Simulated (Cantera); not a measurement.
Feed: 1 mol CF₄, 0.91 mol F₂, 0.22 mol H₂, 0.075 mol CH₄, held at 3275 K and 1000 Pa.

Equilibrium computed with Cantera from the NASA thermochemical tables; the gas is ideal and each condensed phase is pure. The numbers say what is thermodynamically allowed, not how fast it happens.

```tsv
species	before	after
CF₄	9.98e-9	0.414
F	0.767	0.300
HF	0.103	0.285
CF	0.0568	<1e-9
C₃	0.0251	<1e-9
C	0.0212	<1e-9
H	0.0155	<1e-9
C₂	0.00707	<1e-9
CF₂	0.00390	<1e-9
C₅	0.000144	<1e-9
C₂H	7.13e-5	<1e-9
C₄	6.68e-5	<1e-9
H₂	2.03e-5	<1e-9
```
Gas species are given as mole fractions.

Problem. Name the change that produced these shifts.
A. CF₄ replaced by c-C₄F₈
B. temperature from 3275 K to 1350 K
C. CH₄ from 0.075 to 0.77 mol
D. temperature from 3275 K to 625 K

Solution. B, temperature from 3275 K to 1350 K. Gases not in the tables: C₂F₆ and larger saturated fluorocarbons
